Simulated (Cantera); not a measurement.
Cantera run:

```python
import numpy as np
import cantera as ct

gas_names = """
    CL CL2 H HCL H2 Si SiCL SiCL2 SiCL3 SiCL4 SiH SiHCL3 SiH2 SiH2CL2 SiH3 SiH3CL SiH4 Si2 Si3
""".split()
cond_names = """
    Si(cr) Si(L)
""".split()


# ... load() reads the species with a 1 bar reference pressure and builds the phases ...
atoms = {
    'SiCl4': {'Si': 1, 'CL': 4},
    'Cl2': {'CL': 2},
    'H2': {'H': 2},
}
top_T = {}  # K; cautious upper limits of use, not melting points


# ... equilibrate(T, P, feed) seeds the gas with the atoms and calls Mixture.equilibrate('TP', solver="vcs", rtol=1e-11, max_steps=5000) ...
results = []
T = 648.15  # K
P = 101325  # Pa
for m in [0.45, 0.63, 0.89, 1.3, 1.8, 2.5, 3.5, 4.9, 6.9, 9.7, 14]:
    feed = {'SiCl4': 1, 'Cl2': 2.3, 'H2': m}  # mol
    mix = equilibrate(T, P, feed)
    results.append((T, P, feed, dict(zip(mix.species_names, mix.species_moles))))
    x = sorted(zip(gas.X, gas.species_names), reverse=True)
    print(f"T = {T:g} K  P = {P:g} Pa  n(H2) = {m:g} mol  gas = {mix.phase_moles(0):.4g} mol")
    print("   x: " + "  ".join(f"{s} {v:.3e}" for v, s in x if v > 1e-05))
    print("   condensed (mol): " + ("  ".join(f"{mix.phase(i).name} {mix.phase_moles(i):.4g}"
          for i in range(1, mix.n_phases) if mix.phase_moles(i) > 1e-12) or "none"))
```

Result:

```
T = 648.15 K  P = 101325 Pa  n(H2) = 0.45 mol  gas = 3.75 mol
   x: CL2 4.933e-01  SiCL4 2.667e-01  HCL 2.400e-01
   condensed (mol): none
T = 648.15 K  P = 101325 Pa  n(H2) = 0.63 mol  gas = 3.93 mol
   x: CL2 4.249e-01  HCL 3.206e-01  SiCL4 2.545e-01
   condensed (mol): none
T = 648.15 K  P = 101325 Pa  n(H2) = 0.89 mol  gas = 4.19 mol
   x: HCL 4.248e-01  CL2 3.365e-01  SiCL4 2.387e-01
   condensed (mol): none
T = 648.15 K  P = 101325 Pa  n(H2) = 1.3 mol  gas = 4.6 mol
   x: HCL 5.652e-01  SiCL4 2.174e-01  CL2 2.174e-01
   condensed (mol): none
T = 648.15 K  P = 101325 Pa  n(H2) = 1.8 mol  gas = 5.1 mol
   x: HCL 7.059e-01  SiCL4 1.961e-01  CL2 9.804e-02
   condensed (mol): none
T = 648.15 K  P = 101325 Pa  n(H2) = 2.5 mol  gas = 5.8 mol
   x: HCL 7.931e-01  SiCL4 1.724e-01  H2 3.448e-02
   condensed (mol): none
T = 648.15 K  P = 101325 Pa  n(H2) = 3.5 mol  gas = 6.8 mol
   x: HCL 6.765e-01  H2 1.765e-01  SiCL4 1.471e-01
   condensed (mol): none
T = 648.15 K  P = 101325 Pa  n(H2) = 4.9 mol  gas = 8.2 mol
   x: HCL 5.610e-01  H2 3.171e-01  SiCL4 1.219e-01
   condensed (mol): none
T = 648.15 K  P = 101325 Pa  n(H2) = 6.9 mol  gas = 10.2 mol
   x: HCL 4.510e-01  H2 4.510e-01  SiCL4 9.803e-02
   condensed (mol): none
T = 648.15 K  P = 101325 Pa  n(H2) = 9.7 mol  gas = 13 mol
   x: H2 5.692e-01  HCL 3.539e-01  SiCL4 7.691e-02
   condensed (mol): none
T = 648.15 K  P = 101325 Pa  n(H2) = 14 mol  gas = 17.3 mol
   x: H2 6.763e-01  HCL 2.659e-01  SiCL4 5.779e-02  SiHCL3 1.151e-05
   condensed (mol): none
```

Equilibrium computed with Cantera from the NASA thermochemical tables; the gas is ideal and each condensed phase is pure.
